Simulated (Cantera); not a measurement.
A jet of 1.64 % H2, 12.0 % O2, 86.3 % N2 at 300 K and 2100 Pa hits a platinum plate 2.5 cm away at a mass flux of 0.15 kg/m²/s; the plate temperature is set and raised in steps from an oxygen-covered start.

Computed with Cantera and Deutschmann's 1995 Pt surface mechanism with GRI-Mech 3.0 gas chemistry. Catalytic surfaces can have several steady states; this one follows from the mechanism file's or the stated starting coverage.

x: mole fraction at the wall; θ: surface coverage.

| plate T (K) | wall x H2 | wall x O2 | wall x H2O | wall x OH | θ free Pt | θ O* | θ OH* |
|---|---|---|---|---|---|---|---|
| 500 | 0.00622 | 0.109 | 0.0202 | <1e-8 | 0.0836 | 0.909 | 0.00766 |
| 550 | 0.00620 | 0.109 | 0.0201 | <1e-8 | 0.0884 | 0.907 | 0.00437 |
| 600 | 0.00619 | 0.109 | 0.0199 | <1e-8 | 0.0931 | 0.904 | 0.00272 |
| 650 | 0.00616 | 0.109 | 0.0199 | <1e-8 | 0.0980 | 0.900 | 0.00182 |
| 700 | 0.00602 | 0.109 | 0.0200 | <1e-8 | 0.106 | 0.893 | 0.00131 |
| 750 | … | 0.109 | 0.0209 | <1e-8 | 0.126 | 0.873 | 0.00104 |
| 800 | … | 0.108 | 0.0224 | <1e-8 | 0.166 | 0.833 | 0.000902 |
| 850 | … | 0.107 | 0.0238 | 1.74e-8 | 0.222 | 0.777 | 0.000803 |

**Question.** What belongs in the gaps?

**Answer.** 
- 750, wall x H2: 0.00551
- 800, wall x H2: 0.00467
- 850, wall x H2: 0.00385
